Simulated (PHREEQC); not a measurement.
**Copper plating or etch bath: an equilibrium model**

Make-up at 20 °C: 0.00726 mol CuCl2, 0.0019 mol HCl and 0.00021 mol KCl per kg of water. Closed to the air; pH follows from the charge balance.

Model: ion-association model, phreeqc.dat, run in PHREEQC.

```yaml
pH: 2.77
ionic_strength: 0.0236 mol/kgw
specific_conductance: 2120 µS/cm
total_alkalinity: -1.90 meq/kg
```

```json
[
 {"species": "Cl-", "molality": "0.0165", "activity": "0.0142", "log γ": "-0.065"},
 {"species": "Cu+2", "molality": "0.00712", "activity": "0.00411", "log γ": "-0.239"},
 {"species": "H+", "molality": "0.00190", "activity": "0.00168", "log γ": "-0.053"},
 {"species": "K+", "molality": "0.000210", "activity": "0.000180", "log γ": "-0.066"},
 {"species": "CuCl+", "molality": "0.000142", "activity": "0.000122", "log γ": "-0.065"},
 {"species": "CuCl2", "molality": "8.77e-7", "activity": "8.82e-7", "log γ": "0.002"}
]
```

No solid was allowed to form. Complexes and solids missing from the database can't appear.
